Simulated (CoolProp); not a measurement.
Properties of carbon monoxide along the isobar 3.65 MPa.

The numbers come from the reference Helmholtz-energy equation of state, Lemmon 2006 in CoolProp. It is a short technical equation, of lower accuracy than the large ones.

```csv
T (K),phase,density (kg/m³),cv (kJ/(kg K)),isothermal compressibility (1/MPa),expansivity (1/kK)
86.5,liquid,781.1,1.116,(withheld),5.506
106.6,liquid,(withheld),1.014,0.007760,8.005
126.6,liquid,538.7,0.9859,0.04125,20.67
146.6,supercritical,122.6,0.8713,0.4347,21.81
166.6,supercritical,90.47,(withheld),0.3380,11.35
186.7,supercritical,74.68,0.7783,0.3090,8.165
206.7,supercritical,(withheld),0.7673,0.2951,6.543
226.7,supercritical,57.25,0.7610,0.2872,5.528
246.7,supercritical,51.64,0.7571,0.2821,4.823
266.8,supercritical,47.13,0.7547,0.2787,4.296
286.8,supercritical,43.44,0.7532,0.2763,3.887
306.8,supercritical,40.32,0.7524,0.2746,3.558
326.8,supercritical,37.66,0.7522,0.2733,3.286
346.9,supercritical,35.34,0.7525,0.2724,3.055
```

Task: What belongs in the gaps?

Result: 
- 86.5, isothermal compressibility (1/MPa): 0.003347
- 106.6, density (kg/m³): 684.8
- 166.6, cv (kJ/(kg K)): 0.8007
- 206.7, density (kg/m³): 64.56
